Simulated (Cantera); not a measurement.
A closed system holds: 1 mol FeS, 4.9 mol O2, at 18.0 mbar.

Cantera equilibrium calculation (NASA polynomials, part measured and part estimated; ideal gas, pure solids and liquids). Candidate condensed phases: Fe, FeO, FeS, FeSO4, FeS2, Fe2O3, Fe2(SO4)3, Fe3O4, S; 12 gas species. Equilibrium is a limit: real reactors are often held back by kinetics, nucleation or transport.

Task: At 1148 K, list the 3 most abundant gas species with their mole fractions, and the condensed phases.

Result: O2 0.758, SO2 0.231, SO3 0.0108. Condensed: Fe2O3(s).
